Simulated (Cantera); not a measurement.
Input: 1 mol Si₃N₄, a varied amount of HCl, 1.6 mol H₂, held at 0.420 bar.

These are equilibrium values from Cantera (NASA tables, ideal gas, pure condensed phases), not measurements of a reactor. Candidate condensed phases: NH₄Cl, Si, Si₃N₄; 28 gas species. Mutual solubility and eutectic melting of coexisting phases are not modelled. The tables' values for SiCl₃ are old estimates. Rates play no part.

Stable condensed phases, one row left out:

```
T in K \ n(HCl) in mol
         1.4 2.1 3.1 4.8 7.2  11  17
   1973    A   A   A   B   B   C   C
   1923    A   A   A   D   D   C   C
   1873    D   D   D   D   D   C   C
   1823    D   D   D   D   D   C   C
   1723    D   D   D   D   D   D   C
   1673    D   D   D   D   D   D   C
   1623    D   D   D   D   D   D   C
   1573    D   D   D   D   D   D   D
   1523    D   D   D   D   D   D   D
   1473    D   D   D   D   D   D   D
```

A: Si + Si₃N₄; B: Si; C: gas only; D: Si₃N₄.

Problem. Give the row for 1773 K.

Solution. 1.4: Si₃N₄; 2.1: Si₃N₄; 3.1: Si₃N₄; 4.8: Si₃N₄; 7.2: Si₃N₄; 11: gas only; 17: gas only.
